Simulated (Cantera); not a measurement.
A closed system holds: 1 mol SiO2, 14 mol CO, 4.9 mol C, held at 898 K and 0.630 Torr.

These are equilibrium values from Cantera (NASA tables, ideal gas, pure condensed phases), not measurements of a reactor. Candidate condensed phases: C, Si, SiC, SiO2; 20 gas species. Kinetics and transport are ignored.

Base state: CO 0.995, CO2 0.00489 (mole fractions); condensed: C(graphite) + SiO2(β-quartz).

Task: What changes in the equilibrium state with this change: pressure from 0.630 Torr to 75.0 Torr?

Result: 
```json
[
 {"species": "CO", "before": "0.995", "after": "0.707"},
 {"species": "CO2", "before": "0.00489", "after": "0.293"},
 {"species": "C(graphite), mol", "before": "4.97", "after": "8.08"},
 {"species": "SiO2(β-quartz), mol", "before": "1.00", "after": "1.00"}
]
```

Task: What changes in the equilibrium state with this change: temperature from 898 K to 2325 K?

Result: 
```json
[
 {"species": "CO", "before": "0.995", "after": "0.942"},
 {"species": "Si", "before": "<1e-9", "after": "0.0466"},
 {"species": "SiC2", "before": "<1e-9", "after": "0.00700"},
 {"species": "SiO", "before": "<1e-9", "after": "0.00366"},
 {"species": "CO2", "before": "0.00489", "after": "5.09e-9"},
 {"species": "Si2C", "before": "<1e-9", "after": "0.000896"},
 {"species": "Si2", "before": "<1e-9", "after": "3.17e-5"},
 {"species": "C3", "before": "<1e-9", "after": "3.14e-5"},
 {"species": "C(graphite), mol", "before": "4.97", "after": "2.71"},
 {"species": "SiO2(β-quartz), mol", "before": "1.00", "after": "0"}
]
```

Task: What changes in the equilibrium state with this change: SiO2 replaced by MgO?

Result: 
```
species               before    after
-------------------  -------  -------
CO                     0.995    0.995
CO2                  0.00489  0.00489
C(graphite), mol        4.97     4.97
SiO2(β-quartz), mol     1.00        0
MgO(s), mol                0     1.00
```
Further candidate phases: Mg, MgCO3, MgO.
